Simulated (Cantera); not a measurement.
## Fe(CO)₅ + N₂ (iron carbonyl, mercury and lead vapours)

Feed: 1 mol Fe(CO)₅, a varied amount of N₂, held at 0.0420 bar.

Equilibrium computed with Cantera from the NASA thermochemical tables; the gas is ideal and each condensed phase is pure. Candidate condensed phases: C, Fe, Fe(CO)₅, FeO, Fe₂O₃, Fe₃O₄; 27 gas species. Condensed phases not in the tables: cementite and carbon dissolved in iron. Kinetics and transport are ignored.

Stable condensed phases:

```
T in °C \ n(N₂) in mol
         2.9 4.2 6.1 8.8  13  18  26  37  54
   1150    A   A   A   A   A   A   A   A   A
   1100    A   A   A   A   A   A   A   A   A
   1050    B   A   A   A   A   A   A   A   A
   1000    B   B   B   B   A   A   A   A   A
    950    B   B   B   B   B   B   A   A   A
    900    B   B   B   B   B   B   B   B   A
    850    B   B   B   B   B   B   B   B   B
    800    B   B   B   B   B   B   B   B   B
    750    B   B   B   B   B   B   B   B   B
```

A: Fe; B: C + Fe.
